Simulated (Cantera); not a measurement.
Input (Python, Cantera):

```python
import numpy as np
import cantera as ct

gas = ct.Solution("h2o2.yaml")
gas.TP = 300, 120000
flame = ct.CounterflowDiffusionFlame(gas, width=0.02)
flame.fuel_inlet.X, flame.fuel_inlet.T = {'H2': 1}, 498
flame.oxidizer_inlet.X, flame.oxidizer_inlet.T = {'O2': 0.17, 'N2': 0.83}, 400
flame.set_refine_criteria(ratio=3, slope=0.12, curve=0.24, prune=0.03)
show = ['OH', 'H', 'H2O', 'HO2']

rows = []
print(f"{'mdot':>8s}{'a_max':>10s}{'a_mean':>10s}{'Tmax/K':>9s}" + "".join(f"{s:>11s}" for s in show) + "   (peak mole fractions)")
for i, mdot in enumerate([0.72, 1.1, 1.7, 2.5, 3.9, 5.9, 9, 14]):  # kg/m2/s on the oxidiser side
    flame.oxidizer_inlet.mdot, flame.fuel_inlet.mdot = mdot, 0.22 * mdot
    flame.solve(loglevel=0, auto=(i == 0))
    if flame.T.max() < max(498, 400) + 100:
        print(f"{mdot:8.3g}  no burning solution found from the previous one")
        break
    dT = np.abs(np.gradient(flame.T, flame.grid))
    rows.append([flame.strain_rate("max"), flame.strain_rate("mean"), flame.T.max(),
                 *(flame.X[gas.species_index(s)].max() for s in show), max(dT[0], dT[-1]) / dT.max()])
    print(f"{mdot:8.3g}{rows[-1][0]:10.1f}{rows[-1][1]:10.1f}{rows[-1][2]:9.1f}" + "".join(f"{x:11.3e}" for x in rows[-1][3:-1]))
```

It prints:

```
    mdot     a_max    a_mean   Tmax/K         OH          H        H2O        HO2   (peak mole fractions)
    0.72     752.7     170.3   2231.2  1.263e-02  1.239e-02  2.415e-01  5.699e-05
     1.1    1133.8     260.2   2189.1  1.293e-02  1.458e-02  2.382e-01  7.441e-05
     1.7    1727.6     402.2   2142.9  1.313e-02  1.720e-02  2.355e-01  9.350e-05
     2.5    2526.1     591.4   2085.7  1.296e-02  1.955e-02  2.330e-01  1.117e-04
     3.9    3884.9     922.6   2028.2  1.286e-02  2.288e-02  2.301e-01  1.355e-04
     5.9    5853.8    1395.8   1972.8  1.263e-02  2.635e-02  2.270e-01  1.601e-04
       9    8908.2    2129.1   1904.3  1.202e-02  2.974e-02  2.239e-01  1.858e-04
      14   13772.7    3312.0   1831.3  1.120e-02  3.368e-02  2.200e-01  2.166e-04
```

Cantera simulation using the H2/O2 subset of GRI-Mech 3.0, which has no nitrogen chemistry; the numbers are that mechanism's predictions, not measurements. The maximum strain rate includes the flame's own expansion and is several times the mean.
